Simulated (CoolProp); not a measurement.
A simple Rankine cycle with isobutane: condensing at 290.15 K, boiler at 1.21 MPa, turbine inlet 353.3 K, turbine efficiency 0.9, pump efficiency 0.6, no recuperator. Each further row changes one setting.

The numbers come from the reference Helmholtz-energy equation of state, Bücker 2006 in CoolProp.

| case | thermal efficiency (%) | net work (kJ/kg) | heat in (kJ/kg) | turbine exit temperature (K) | volume ratio over the turbine |
|---|---|---|---|---|---|
| as stated | 12.2 | 51.4 | 421 | 308.4 | 4.59 |
| turbine inlet 373.3 K | 12.2 | (withheld) | 467 | 330.4 | 4.46 |
| condensing temperature 282.15 K | (withheld) | 60.6 | (withheld) | 301.8 | 5.87 |
| boiler pressure 0.847 MPa | 9.7 | 42.2 | 436 | 321.5 | 3.07 |
| turbine efficiency 0.8 | 10.8 | (withheld) | 421 | (withheld) | 4.65 |

What belongs in the gaps?


- turbine inlet 373.3 K, net work (kJ/kg): 56.8
- condensing temperature 282.15 K, thermal efficiency (%): 13.8
- condensing temperature 282.15 K, heat in (kJ/kg): 440
- turbine efficiency 0.8, net work (kJ/kg): 45.4
- turbine efficiency 0.8, turbine exit temperature (K): 311.8
